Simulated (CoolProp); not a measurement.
Values from CoolProp's reference Helmholtz-energy equation of state, Tillner-Roth 1997.

Task: For CH2F2 (R32), give the phase and the expansivity (1/kK), conductivity (mW/(m K)) at 270.3 K and 28.9 MPa; 270.3 K and 43.4 MPa.

Result: 
- 270.3 K and 28.9 MPa: liquid; expansivity 2.18, conductivity 174
- 270.3 K and 43.4 MPa: liquid; expansivity 1.92, conductivity 180

Thermal conductivity comes from a separate model (Huber 2003), an estimate that may be off by 10 % or more.
